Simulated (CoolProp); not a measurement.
Vapour-liquid equilibrium of nitrogen (1) + carbon monoxide (2) at 1110 kPa; x and y are mole fractions of (1).

Values from CoolProp's multi-fluid Helmholtz-energy mixture model, Span 2000 and Lemmon 2006; pair parameters Gernert 2013.

Problem. Give the bubble temperature and the first vapour's composition at x = 0.2, 0.35, 0.5. Is there an azeotrope?

Solution. x = 0.2: 109.3 K, y = 0.245; x = 0.35: 108.4 K, y = 0.410; x = 0.5: 107.6 K, y = 0.561. No azeotrope shows between x = 0.05 and 0.95.

Pair parameters are fitted to limited data, so mixtures are less certain than the pure fluids.
